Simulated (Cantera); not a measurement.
A closed system holds: 1 mol trisilylamine, 22 mol NH₃, 0.33 mol H₂, equilibrated at 1575 °C and 1.33 mbar.

Cantera equilibrium calculation (NASA polynomials, part measured and part estimated; ideal gas, pure solids and liquids). Candidate condensed phases: Si, Si₃N₄; 18 gas species. The feed counts by its element totals alone. The tables' values for SiN are old estimates; treat these amounts as uncertain. Gases not in the tables: Si₂H₆ and higher silanes. Equilibrium is a limit: real reactors are often held back by kinetics, nucleation or transport.

**Question.** What is the equilibrium state?

**Answer.** 
```
Property        Value
----------  ---------
x(H₂)           0.752
x(N₂)           0.230
x(H)           0.0126
x(Si)         0.00471
x(SiH)       0.000149
x(Si₂N)       4.86e-5
x(Si₂)        3.27e-5
x(SiN)        3.18e-5
x(SiH₂)       3.13e-5
n(Si(l))     2.75 mol
gas amount  49.89 mol
```
